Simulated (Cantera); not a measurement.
Input (Python, Cantera):

```python
import numpy as np
import cantera as ct

gas = ct.Solution("gri30.yaml")
gas.TPX = 1400, 1100, {'H2': 0.049, 'O2': 0.18}
reactor = ct.IdealGasConstPressureReactor(gas, energy="off", clone=False)
net = ct.ReactorNet([reactor])
net.rtol, net.atol = 1e-08, 1e-18
show = ['H2', 'O2', 'H', 'HO2', 'OH', 'H2O2']
times = np.geomspace(1e-05, 200, 15)

steps = ct.SolutionArray(gas, extra=["t"])
rows = []
print(f"{'t/s':>10s}{'T/K':>9s}{'P/Pa':>11s}" + "".join(f"{s:>11s}" for s in show))
for t in times:
    while net.time < t:
        t_next = net.step()
        steps.append(gas.state, t=t_next)
    rows.append([np.interp(t, steps.t, y) for y in (steps.T, steps.P, *steps(*show).X.T)])
    print(f"{t:10.3e}{rows[-1][0]:9.1f}{rows[-1][1]:11.4g}" + "".join(f"{x:11.3e}" for x in rows[-1][2:]))
rate = np.gradient(steps.T, steps.t)
print("integrator steps:", len(steps.t))
if steps.T.max() > steps.T[0] + 200:
    print(f"time of steepest temperature rise: {steps.t[rate.argmax()]:.4e} s")
gas.TPX = 1400, 1100, {'H2': 0.049, 'O2': 0.18}
gas.equilibrate("TP")
print(f"equilibrium (TP): T = {gas.T:.1f} K  " + "  ".join(f"{s} {gas[s].X[0]:.3e}" for s in show))
```

Result:

```
       t/s      T/K       P/Pa         H2         O2          H        HO2         OH       H2O2
 1.000e-05   1400.0       1100  2.140e-01  7.860e-01  2.897e-08  3.244e-08  4.309e-09  1.055e-11
 3.323e-05   1400.0       1100  2.140e-01  7.860e-01  9.778e-08  1.077e-07  3.483e-08  1.156e-10
 1.104e-04   1400.0       1100  2.140e-01  7.860e-01  8.236e-07  3.573e-07  4.254e-07  1.246e-09
 3.669e-04   1400.0       1100  2.132e-01  7.856e-01  3.116e-04  1.300e-06  1.681e-04  1.270e-08
 1.219e-03   1400.0       1100  1.139e-02  6.508e-01  6.355e-02  4.560e-06  1.838e-02  1.783e-07
 4.051e-03   1400.0       1100  1.064e-02  6.600e-01  5.606e-02  4.674e-06  1.791e-02  1.837e-07
 1.346e-02   1400.0       1100  8.468e-03  6.863e-01  3.641e-02  4.919e-06  1.628e-02  1.969e-07
 4.472e-02   1400.0       1100  3.540e-03  7.318e-01  8.672e-03  4.519e-06  1.085e-02  1.790e-07
 1.486e-01   1400.0       1100  4.735e-04  7.558e-01  4.024e-04  1.807e-06  4.028e-03  8.023e-08
 4.938e-01   1400.0       1100  4.899e-05  7.595e-01  1.333e-05  3.331e-07  1.301e-03  2.362e-08
 1.641e+00   1400.0       1100  7.418e-06  7.601e-01  7.876e-07  1.039e-07  5.073e-04  7.097e-09
 5.452e+00   1400.0       1100  1.823e-06  7.603e-01  9.633e-08  1.048e-07  2.518e-04  2.964e-09
 1.811e+01   1400.0       1100  1.197e-06  7.603e-01  5.131e-08  1.187e-07  2.040e-04  2.453e-09
 6.019e+01   1400.0       1100  1.191e-06  7.603e-01  5.096e-08  1.189e-07  2.036e-04  2.449e-09
 2.000e+02   1400.0       1100  1.191e-06  7.603e-01  5.096e-08  1.189e-07  2.036e-04  2.449e-09
integrator steps: 1720
equilibrium (TP): T = 1400.0 K  H2 1.191e-06  O2 7.603e-01  H 5.096e-08  HO2 1.189e-07  OH 2.036e-04  H2O2 2.449e-09
```

Computed with Cantera and GRI-Mech 3.0 (53 species, 325 reactions). Radical loss at walls, strong at low pressure, is not modelled. The temperature is held fixed by assumption; the heat of reaction is taken as removed at once.
